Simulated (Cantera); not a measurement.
What does this Cantera script print?

```python
import numpy as np
import cantera as ct

surf = ct.Interface("ptcombust.yaml", "Pt_surf")
gas = surf.adjacent["gas"]
gas.TPX = 300, 14000, {'CH4': 0.015, 'O2': 0.068, 'N2': 0.79}
jet = ct.ImpingingJet(gas=gas, width=0.052, surface=surf)
jet.inlet.mdot, jet.inlet.T, jet.inlet.X = 0.062, 300, {'CH4': 0.015, 'O2': 0.068, 'N2': 0.79}
jet.set_refine_criteria(ratio=10, slope=0.2, curve=0.3)
show, cover = ['CH4', 'O2', 'H2O', 'OH', 'CO', 'CO2'], ["PT(S)", "H(S)", "O(S)", "OH(S)", "CO(S)", "C(S)"]

rows = []
print(f"{'Ts/K':>7s}" + "".join(f"{s:>11s}" for s in show + cover) + "   (gas at the wall, coverages)")
for i, Ts in enumerate([900, 950, 1000, 1050, 1100]):
    jet.surface.T = Ts
    if i == 0:
        surf.TP = Ts, 14000
        surf.coverages = "PT(S):0.5, O(S):0.5"
        surf.advance_coverages(1.0)
        jet.set_initial_guess(products="inlet")
    jet.solve(loglevel=0, auto=(i == 0))
    rows.append([*(jet.X[gas.species_index(s), -1] for s in show), *surf[cover].coverages])
    print(f"{Ts:7g}" + "".join(f"{x:11.3e}" for x in rows[-1]))
```

Result:

```
   Ts/K        CH4         O2        H2O         OH         CO        CO2      PT(S)       H(S)       O(S)      OH(S)      CO(S)       C(S)   (gas at the wall, coverages)
    900  9.219e-03  6.100e-02  1.485e-02  2.021e-08  3.592e-06  9.721e-03  2.075e-01  7.870e-08  7.913e-01  1.228e-03  7.343e-06  2.611e-08
    950  6.504e-03  5.527e-02  1.985e-02  6.242e-08  3.518e-06  1.302e-02  2.782e-01  1.974e-07  7.206e-01  1.280e-03  5.191e-06  2.484e-08
   1000  4.635e-03  5.133e-02  2.326e-02  1.657e-07  3.403e-06  1.528e-02  3.502e-01  4.127e-07  6.485e-01  1.228e-03  3.502e-06  2.189e-08
   1050  3.420e-03  4.878e-02  2.545e-02  3.918e-07  3.353e-06  1.674e-02  4.213e-01  7.639e-07  5.776e-01  1.124e-03  2.374e-06  1.889e-08
   1100  2.628e-03  4.714e-02  2.685e-02  8.447e-07  3.404e-06  1.767e-02  4.897e-01  1.297e-06  5.093e-01  1.003e-03  1.654e-06  1.640e-08
```

Cantera simulation using Deutschmann's 1995 Pt surface mechanism with GRI-Mech 3.0 gas chemistry; the numbers are that mechanism's predictions, not measurements. Catalytic surfaces can have several steady states; this one follows from the mechanism file's or the stated starting coverage.
